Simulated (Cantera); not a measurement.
Charge: 1 mol Si₂Cl₆, 36 mol NH₃, 95 mol H₂, at 1725 °C and 0.00440 bar.

Equilibrium computed with Cantera from the NASA thermochemical tables; the gas is ideal and each condensed phase is pure. The feed counts by its element totals alone. The tables' values for SiCl, SiN are old estimates; treat these amounts as uncertain. Gases not in the tables: Si₂H₆ and higher silanes. Kinetics and transport are ignored.

| species | before | after |
|---|---|---|
| H₂ | 0.833 | 0.894 |
| HCl | 0.0293 | 0.0427 |
| N₂ | 0.104 | 0.0234 |
| H | 0.0221 | 0.0229 |
| Si | 0.00817 | 0.00967 |
| SiCl₂ | 0.00209 | 0.00488 |
| SiN | 4.57e-5 | 2.57e-5 |
| SiCl | 0.000522 | 0.000868 |
| Si₃ | 1.29e-5 | 2.14e-5 |
| Si₂N | 5.08e-5 | 3.38e-5 |
| Cl | 0.000578 | 0.000813 |
| Si(l), mol | 0 | 0.194 |
Gas species are given as mole fractions.

Name the change that produced these shifts.
A. H₂ from 95 to 0.25 mol
B. NH₃ from 36 to 5.2 mol
C. H₂ from 95 to 15 mol
D. H₂ from 95 to 1.5 mol

B, NH₃ from 36 to 5.2 mol
